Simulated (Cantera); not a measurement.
A closed system holds: 1 mol CuF2, 22 mol N2, equilibrated at 1700 K and 0.133 bar.

Cantera equilibrium calculation (NASA polynomials, part measured and part estimated; ideal gas, pure solids and liquids). Candidate condensed phases: Cu, CuF2; 11 gas species. Rates play no part.

Problem. What is the equilibrium state?

Solution. 
| Quantity | Value |
|---|---|
| x(N2) | 0.951 |
| x(CuF2) | 0.0371 |
| x(F) | 0.00608 |
| x(CuF) | 0.00608 |
| gas amount | 23.14 mol |
| log10 activity of CuF2(l) (absent) | -1.67 |
| log10 activity of Cu(l) (absent) | -3.92 |
